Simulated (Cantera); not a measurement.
An isothermal, constant-pressure homogeneous reactor starts with N2O : N2 = 1 : 4.4 (molar parts), at 1425 K and 750 Torr. Integrator tolerance rtol = 1e-08.

Model: GRI-Mech 3.0 (53 species, 325 reactions), integrated in Cantera. GRI-Mech 3.0 was tuned for natural gas; its chemistry of N2O as a main component is partial and can be far from experiment. The temperature is held fixed by assumption; the heat of reaction is taken as removed at once.

Q: What does this change do: N2O 1 to 4.6 parts?

A: 
```json
[
 {"quantity": "x(N2O) at 4.00 s", "before": "2.77e-7 (gas-phase equilibrium 3.87e-8)", "after": "1.43e-6 (gas-phase equilibrium 5.22e-8)"},
 {"quantity": "x(NO) at 4.00 s", "before": "0.0278 (gas-phase equilibrium 0.000571)", "after": "0.0667 (gas-phase equilibrium 0.000826)"},
 {"quantity": "x(O) at 4.00 s", "before": "3.72e-7 (gas-phase equilibrium 4.06e-7)", "after": "5.76e-7 (gas-phase equilibrium 6.29e-7)"},
 {"quantity": "x(O2) at 4.00 s", "before": "0.0707 (gas-phase equilibrium 0.0845)", "after": "0.170 (gas-phase equilibrium 0.203)"},
 {"quantity": "x(NO2) at 4.00 s", "before": "0.000110 (gas-phase equilibrium 2.46e-6)", "after": "0.000407 (gas-phase equilibrium 5.52e-6)"},
 {"quantity": "x(N2) at 4.00 s", "before": "0.901 (gas-phase equilibrium 0.915)", "after": "0.763 (gas-phase equilibrium 0.796)"}
]
```

Q: What does this change do: N2O 1 to 1.9 parts?

A: 
| quantity | before | after |
|---|---|---|
| x(N2O) at 4.00 s | 2.77e-7 (gas-phase equilibrium 3.87e-8) | 6.17e-7 (gas-phase equilibrium 4.57e-8) |
| x(NO) at 4.00 s | 0.0278 (gas-phase equilibrium 0.000571) | 0.0430 (gas-phase equilibrium 0.000692) |
| x(O) at 4.00 s | 3.72e-7 (gas-phase equilibrium 4.06e-7) | 4.62e-7 (gas-phase equilibrium 5.05e-7) |
| x(O2) at 4.00 s | 0.0707 (gas-phase equilibrium 0.0845) | 0.109 (gas-phase equilibrium 0.131) |
| x(NO2) at 4.00 s | 0.000110 (gas-phase equilibrium 2.46e-6) | 0.000211 (gas-phase equilibrium 3.71e-6) |
| x(N2) at 4.00 s | 0.901 (gas-phase equilibrium 0.915) | 0.847 (gas-phase equilibrium 0.869) |
